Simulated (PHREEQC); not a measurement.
Solution (25 °C): 27 mmol/kgw NiSO4, 36 mmol/kgw CaCl2, 3.6 mmol/kgw NaHCO3 and 7.1 mmol/kgw NaCl. Closed to the air; pH follows from the charge balance.

All values are PHREEQC results (ion-association model, wateq4f.dat), not measurements.

```json
[
 {"quantity": "pH", "before": "6.01", "after": "6.35"},
 {"quantity": "ionic strength (mol/kgw)", "before": "0.167", "after": "0.0193"},
 {"quantity": "Ca+2 (mol/kgw)", "before": "0.0280", "after": "0.00317"},
 {"quantity": "Ni+2 (mol/kgw)", "before": "0.0190", "after": "0.00225"},
 {"quantity": "SO4-2 (mol/kgw)", "before": "0.0139", "after": "0.00197"},
 {"quantity": "CaSO4 (mol/kgw)", "before": "0.00788", "after": "0.000430"},
 {"quantity": "SI of Gypsum (CaSO4:2H2O)", "before": "+0.19", "after": "-1.08"},
 {"quantity": "SI of Morenosite (NiSO4:7H2O)", "before": "-2.22", "after": "-3.46"}
]
```

### Question
Which change was made?
A. temperature from 25 to 80 °C
B. diluted 10-fold with water
C. NaHCO3 left out
D. temperature from 25 to 75 °C
E. NaCl from 0.0071 to 0.00781 mol/kgw

### Answer
B, diluted 10-fold with water

Precipitation was switched off in this run. Some of these states are supersaturated (in Gypsum, for instance).
